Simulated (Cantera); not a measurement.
Feed: 1 mol CsOH, 0.017 mol H₂O, equilibrated at 2125 K and 0.000250 bar.

These are equilibrium values from Cantera (NASA tables, ideal gas, pure condensed phases), not measurements of a reactor. Candidate condensed phases: Cs, CsOH, H₂O; 15 gas species. Equilibrium is a limit: real reactors are often held back by kinetics, nucleation or transport.

Base state: Cs 0.507, H₂O 0.201, O₂ 0.121, H 0.0368, O 0.0364, OH 0.0358, CsOH 0.0354, H₂ 0.0256 (mole fractions); condensed: gas only.

Task: What changes in the equilibrium state with this change: 0.06 mol HCl added?

Result: 
```tsv
species	before	after
Cs	0.507	0.471
H₂O	0.201	0.212
O₂	0.121	0.114
CsCl	0	0.0317
H₂	0.0256	0.0278
CsOH	0.0354	0.0332
H	0.0368	0.0383
O	0.0364	0.0353
OH	0.0358	0.0362
Cl	0	0.000251
HCl	0	0.000248
CsO	0.000432	0.000389
```
Further candidate phases: CsCl.
